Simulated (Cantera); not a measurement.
A freely propagating, adiabatic, planar premixed flame of H2 : O2 : N2 = 1 : 0.455 : 1.71 (molar parts), unburnt at 625 K and 0.132 atm; multicomponent transport, grid criteria slope 0.08 and curve 0.16, no radiation.

Detailed kinetics in Cantera: the H2/O2 subset of GRI-Mech 3.0, which has no nitrogen chemistry. Burning velocities carry a grid error of a few per cent, more on coarse grids.

Question: Predict: laminar burning velocity; thermal thickness; peak x(OH); peak x(H2O2); peak x(HO2).

Answer: 
- laminar burning velocity = 668 cm/s
- thermal thickness = 6.67 mm
- peak x(OH) = 0.0191
- peak x(H2O2) = 8.02e-7
- peak x(HO2) = 4.48e-5
